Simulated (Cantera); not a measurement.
An isothermal plug-flow reactor at 950 K and 480000 Pa (inlet), inlet velocity 0.34 m/s, active area per volume 4500 1/m; feed CH4 : O2 : N2 = 0.0043 : 0.092 : 0.79 (molar parts), equivalence ratio 0.093.

Computed with Cantera and Deutschmann's 1995 Pt surface mechanism with GRI-Mech 3.0 gas chemistry. Catalytic surfaces can have several steady states; this one follows from the mechanism file's or the stated starting coverage. Mass transfer to the wall is taken as infinitely fast.

Question: Predict: x(CH4) at z = 0.036 m; x(O2) at z = 0.036 m; x(H2O) at z = 0.036 m; x(CO2) at z = 0.036 m; x(CO) at z = 0.036 m; θ(free Pt) at the exit; θ(O*) at the exit; θ(OH*) at the exit.

Answer: 
| Property | Value |
|---|---|
| x(CH4) at z = 0.036 m | 2.32e-5 |
| x(O2) at z = 0.036 m | 0.0942 |
| x(H2O) at z = 0.036 m | 0.00962 |
| x(CO2) at z = 0.036 m | 0.00480 |
| x(CO) at z = 0.036 m | 1.98e-8 |
| θ(free Pt) at the exit | 0.0903 |
| θ(O*) at the exit | 0.906 |
| θ(OH*) at the exit | 0.00333 |
